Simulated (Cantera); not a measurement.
Feed: 1 mol V, 0.061 mol H2O, 14 mol H2, 4.2 mol NH3, at 13.3 mbar.

Cantera equilibrium calculation (NASA polynomials, part measured and part estimated; ideal gas, pure solids and liquids). Candidate condensed phases: H2O, V, VN, VO, V2O3, V2O4, V2O5; 28 gas species. Mutual solubility and eutectic melting of coexisting phases are not modelled. VN, VO: taken at fixed stoichiometry. Condensed phases not in the tables: the oxides between V2O3 and V2O5 other than VO2, solid solutions among these carbides, nitrides and lower oxides, V2N, N, O or C dissolved in the metal. The numbers say what is thermodynamically allowed, not how fast it happens.

log p: log10 of the partial pressure in bar; n: condensed amount in mol.

```csv
T (K),log p H2,log p N2,log p H,log p H2O,n VN(s),n V2O3(s),n VO(s),n V(s)
823,-1.91,-3.01,-12.09,-5.16,0.967,0.0165,0,0
923,-1.91,-3.01,-10.57,-5.07,0.969,0.0157,0,0
1023,-1.91,-3.01,-9.34,-5.01,0.970,0.0150,0,0
1123,-1.91,-3.01,-8.33,-4.97,0.971,0.0144,0,0
1223,-1.91,-3.01,___,-4.93,0.972,0.0139,0,0
1323,-1.91,-3.01,-6.75,-4.94,0.958,0,0.0422,0
1423,-1.91,-3.01,-6.13,-5.06,0.953,0,0.0465,0
1523,-1.91,-3.01,-5.59,-5.16,0.950,0,0.0496,0
1623,-1.91,-3.01,-5.11,-5.25,0.948,0,0.0517,0
1723,-1.91,-3.01,-4.69,-5.33,0.947,0,0.0533,0
1823,-1.91,-3.01,___,___,0.945,0,0.0544,0
1923,-1.91,-3.01,-3.98,-5.48,0.944,0,0.0545,0
2023,-1.93,-2.91,-3.68,-5.35,0,0,0.0480,0.941
```

Question: Some entries are withheld; supply them.

Answer: 
- 1223, log p H: -7.48
- 1823, log p H: -4.32
- 1823, log p H2O: -5.41
